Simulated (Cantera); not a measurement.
Input: 1 mol Fe₃O₄, 0.021 mol HCl, 0.01 mol Cl₂, equilibrated at 1075 °C and 1000 Pa.

These are equilibrium values from Cantera (NASA tables, ideal gas, pure condensed phases), not measurements of a reactor. Candidate condensed phases: Fe, FeCl₂, FeCl₃, FeO, Fe(OH)₂, Fe(OH)₃, Fe₂O₃, Fe₃O₄, H₂O; 22 gas species. Mutual solubility and eutectic melting of coexisting phases are not modelled. Equilibrium is a limit: real reactors are often held back by kinetics, nucleation or transport.

Base state: HCl 0.626, FeCl₂ 0.294, H₂O 0.0243, FeCl₃ 0.0235, Cl 0.0164, O₂ 0.00775, Cl₂ 0.00761, Fe₂Cl₄ 0.000121 (mole fractions); condensed: Fe₂O₃(s) + Fe₃O₄(s).

Q: What changes in the equilibrium state with this change: temperature from 1075 °C to 925 °C?

A: 
```csv
species,before,after
HCl,0.626,0.665
FeCl₂,0.294,0.276
FeCl₃,0.0235,0.0412
Cl,0.0164,0.00221
H₂O,0.0243,0.0129
O₂,0.00775,4.10e-5
OH,1.23e-5,3.93e-7
"Fe₂O₃(s), mol",0.0359,0.0375
"Fe₃O₄(s), mol",0.973,0.972
```

Q: What changes in the equilibrium state with this change: temperature from 1075 °C to 777 °C?

A: 
```tsv
species	before	after
HCl	0.626	0.692
FeCl₂	0.294	0.228
FeCl₃	0.0235	0.0715
Cl	0.0164	0.000167
H₂O	0.0243	0.00584
O₂	0.00775	5.02e-8
OH	1.23e-5	4.93e-9
Fe₂O₃(s), mol	0.0359	0.0358
Fe₃O₄(s), mol	0.973	0.973
```
